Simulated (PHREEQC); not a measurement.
# Polishing slurry liquid (model solution)

Make-up at 25 °C: 0.0025 mol/kgw KOH, 0.24 mol/kgw Al(NO3)3 and 0.0048 mol/kgw CO2. Closed to the air; pH follows from the charge balance.

Computed with PHREEQC (ion-association model, phreeqc.dat).

Each row changes one thing in this solution. No solid was allowed to form.

```json
[
 {"case": "as made", "pH": "3.52", "AlOH+2 (mol/kgw)": "0.00286", "Al(OH)2+ (mol/kgw)": "1.89e-5", "HCO3- (mol/kgw)": "1.51e-5", "(CO2)2 (mol/kgw)": "5.84e-7", "Al(OH)3 (mol/kgw)": "4.16e-9", "SI of Gibbsite (Al(OH)3)": "+0.59"},
 {"case": "diluted 2-fold with water", "pH": "3.55", "AlOH+2 (mol/kgw)": "0.00159", "Al(OH)2+ (mol/kgw)": "1.34e-5", "HCO3- (mol/kgw)": "6.62e-6", "(CO2)2 (mol/kgw)": "1.24e-7", "Al(OH)3 (mol/kgw)": "3.98e-9", "SI of Gibbsite (Al(OH)3)": "+0.50"},
 {"case": "KOH from 0.0025 to 0.00025 mol/kgw", "pH": "3.15", "AlOH+2 (mol/kgw)": "0.00121", "Al(OH)2+ (mol/kgw)": "3.38e-6", "HCO3- (mol/kgw)": "6.39e-6", "(CO2)2 (mol/kgw)": "5.87e-7", "Al(OH)3 (mol/kgw)": "3.13e-10", "SI of Gibbsite (Al(OH)3)": "-0.53"},
 {"case": "temperature from 25 to 50 °C", "pH": "2.99", "AlOH+2 (mol/kgw)": "0.00381", "Al(OH)2+ (mol/kgw)": "4.64e-5", "HCO3- (mol/kgw)": "5.30e-6", "(CO2)2 (mol/kgw)": "1.20e-6", "Al(OH)3 (mol/kgw)": "1.39e-8", "SI of Gibbsite (Al(OH)3)": "+0.25"},
 {"case": "temperature from 25 to 90 °C", "pH": "2.40", "AlOH+2 (mol/kgw)": "0.00786", "Al(OH)2+ (mol/kgw)": "0.000164", "HCO3- (mol/kgw)": "1.13e-6", "(CO2)2 (mol/kgw)": "2.59e-6", "Al(OH)3 (mol/kgw)": "5.57e-8", "SI of Gibbsite (Al(OH)3)": "+0.06"},
 {"case": "temperature from 25 to 55 °C", "pH": "2.90", "AlOH+2 (mol/kgw)": "0.00412", "Al(OH)2+ (mol/kgw)": "5.52e-5", "HCO3- (mol/kgw)": "4.33e-6", "(CO2)2 (mol/kgw)": "1.35e-6", "Al(OH)3 (mol/kgw)": "1.73e-8", "SI of Gibbsite (Al(OH)3)": "+0.21"}
]
```

The ionic strength passes 0.7 mol/kgw, the rough limit of the ion-association models, in every such run. Species that the database lacks are ignored. Some of these states are supersaturated (in Gibbsite (slow to form), for instance). Constants without temperature data keep their 25 °C values here.
